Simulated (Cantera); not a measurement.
Input: 1 mol SiC, 0.032 mol N₂O, 700 mol H₂, at 2023 K and 0.100 bar.

These are equilibrium values from Cantera (NASA tables, ideal gas, pure condensed phases), not measurements of a reactor. Candidate condensed phases: C, C₆H₆, C₇H₈, C₈H₁₈, H₂O, Si, SiC, SiO₂, Si₂N₂O, Si₃N₄; 151 gas species. Gases not in the tables: Si₂H₆ and higher silanes. Kinetics and transport are ignored.

Base state: H₂ 0.994, H 0.00599, Si 0.000131, C₂H₂ (acetylene) 5.95e-5, CO 3.97e-5, N₂ 3.29e-5, SiH₂ 2.77e-5, SiH 2.66e-5 (mole fractions); condensed: SiC(s).

Problem. What changes in the equilibrium state with this change: SiC replaced by Si?

Solution. 
```csv
species,before,after
H₂,0.994,0.993
H,0.00599,0.00598
Si,0.000131,0.000569
SiH₂,2.77e-5,0.000120
C₂H₂ (acetylene),5.95e-5,0
CO,3.97e-5,0
"SiC(s), mol",0.859,0
"Si(l), mol",0,0.390
```

Problem. What changes in the equilibrium state with this change: temperature from 2023 K to 1550 K?

Solution. 
| species | before | after |
|---|---|---|
| H₂ | 0.994 | 1.000 |
| H | 0.00599 | 9.96e-5 |
| N₂ | 3.29e-5 | 4.55e-5 |
| Si | 0.000131 | 7.14e-8 |
| SiO | 5.82e-6 | 2.69e-5 |
| C₂H₂ (acetylene) | 5.95e-5 | 2.69e-8 |
| SiH | 2.66e-5 | 5.93e-8 |
| HCN | 2.39e-5 | 4.11e-7 |
| SiH₂ | 2.77e-5 | 6.00e-7 |
| CO | 3.97e-5 | 1.88e-5 |
| SiC(s), mol | 0.859 | 0.981 |

Problem. What changes in the equilibrium state with this change: H₂ from 700 to 4.3 mol?

Solution. 
```
species            before     after
----------------  -------  --------
H₂                  0.994     0.979
N₂                3.29e-5   0.00723
H                 0.00599   0.00594
CO                3.97e-5   0.00381
SiO               5.82e-6   0.00350
C₂H₂ (acetylene)  5.95e-5   9.35e-6
HCN               2.39e-5  0.000140
SiC(s), mol         0.859     0.983
```
